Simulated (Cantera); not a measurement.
Feed: 1 mol MgCO3, 1.8 mol SO2, 0.052 mol O2, 0.00012 mol H2O, held at 13.3 mbar.

These are equilibrium values from Cantera (NASA tables, ideal gas, pure condensed phases), not measurements of a reactor. Candidate condensed phases: C, C6H6, C7H8, C8H18, H2O, H2SO4, Mg, MgCO3, MgO, Mg(OH)2, MgS, MgSO4, S; 130 gas species. Mutual solubility and eutectic melting of coexisting phases are not modelled. The numbers say what is thermodynamically allowed, not how fast it happens.

log p: log10 of the partial pressure in bar; n: condensed amount in mol.

```csv
T (°C),log p SO2,log p CO2,log p O2,log p CO,log p SO3,log p SO,log p O,n MgO(s),n MgSO4(s)
500,-2.08,-2.31,<-13,-7.59,…,-9.16,<-13,0.896,0.104
600,-2.08,-2.31,-12.67,-8.33,…,-9.76,<-13,0.896,0.104
700,-2.08,-2.31,-8.03,-8.91,…,-10.21,<-13,0.896,0.104
800,-2.08,-2.31,-4.28,-9.38,…,-10.58,-11.05,0.927,0.0726
900,-2.08,-2.33,-3.65,-8.54,…,-9.64,-9.68,1.00,0
1000,-2.08,-2.33,-3.63,-7.57,…,-8.59,-8.78,1.00,0
1100,-2.08,-2.33,-3.62,-6.73,…,-7.69,-8.02,1.00,0
1200,-2.08,-2.33,-3.62,-6.01,…,-6.91,-7.36,1.00,0
1300,-2.08,-2.33,-3.61,-5.38,…,-6.24,-6.79,1.00,0
1400,-2.08,-2.33,-3.60,-4.83,…,-5.64,-6.28,1.00,0
1500,-2.08,-2.34,-3.57,-4.36,…,-5.13,-5.81,1.00,0
1600,-2.08,-2.34,-3.52,-3.96,…,-4.68,-5.38,1.000,0
```

Question: Some entries are withheld; supply them.

Answer: 
- 500, log p SO3: -9.59
- 600, log p SO3: -7.41
- 700, log p SO3: -5.70
- 800, log p SO3: -4.31
- 900, log p SO3: -4.39
- 1000, log p SO3: -4.72
- 1100, log p SO3: -5.01
- 1200, log p SO3: -5.25
- 1300, log p SO3: -5.46
- 1400, log p SO3: -5.65
- 1500, log p SO3: -5.80
- 1600, log p SO3: -5.92
